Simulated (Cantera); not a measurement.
## Equilibrium for carbon deposition, reforming and gasification: C3H8 + NH3 + N2 + H2O

Feed: 1 mol C3H8, 0.67 mol NH3, 5.2 mol N2, a varied amount of H2O, held at 1300 K and 7.50 Torr.

These are equilibrium values from Cantera (NASA tables, ideal gas, pure condensed phases), not measurements of a reactor. Candidate condensed phases: C, C6H6, C7H8, C8H18, H2O; 136 gas species. Rates play no part.

From 0.58 mol H2O to 2.6 mol H2O the condensed part is C(graphite). From 3 mol H2O to 5.5 mol H2O nothing is condensed. The main C-bearing gas is CO throughout.

```tsv
n(H2O) (mol)	x H2	x N2	x CO	x H2O	x CO2	n C(graphite)
0.58	0.477	0.473	0.0496	2.16e-6	1.27e-7	2.42
0.99	0.479	0.442	0.0791	3.45e-6	3.23e-7	2.01
1.4	0.480	0.415	0.105	4.59e-6	5.70e-7	1.60
1.8	0.481	0.391	0.127	5.58e-6	8.38e-7	1.20
2.2	0.482	0.370	0.147	6.47e-6	1.12e-6	0.799
2.6	0.483	0.352	0.165	7.27e-6	1.41e-6	0.398
3	0.484	0.335	0.181	2.60e-5	5.53e-6	0
3.4	0.477	0.327	0.173	0.0196	0.00403	0
3.8	0.469	0.319	0.165	0.0385	0.00768	0
4.2	0.462	0.312	0.158	0.0566	0.0110	0
4.6	0.455	0.305	0.151	0.0742	0.0140	0
5	0.448	0.299	0.145	0.0911	0.0167	0
5.5	0.440	0.291	0.138	0.112	0.0198	0
```
x: gas mole fraction; n: condensed amount in mol.
